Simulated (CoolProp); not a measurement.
Propyne at 298.15 K and 1.61 MPa is throttled through a valve to 1.05 MPa with no heat exchange. Each further row changes one setting.

Model: reference Helmholtz-energy equation of state, Polt 1992, in CoolProp. This equation is an older, rougher fit; its heat capacities, sound speeds and derivatives of the liquid may be far off and weren't checked against measurements.

| case | temperature change (K) | final phase | final density (kg/m³) |
|---|---|---|---|
| as stated | +0.1 | liquid | ? |
| outlet pressure 0.315 MPa | ? | ? | ? |
| outlet pressure 1.37 MPa | ? | liquid | ? |

### Question
What belongs in the gaps?

### Answer

- as stated, final density (kg/m³): 612
- outlet pressure 0.315 MPa, temperature change (K): -19.9
- outlet pressure 0.315 MPa, final phase: two-phase, vapour fraction 0.092
- outlet pressure 0.315 MPa, final density (kg/m³): 58.9
- outlet pressure 1.37 MPa, temperature change (K): +0.0
- outlet pressure 1.37 MPa, final density (kg/m³): 613
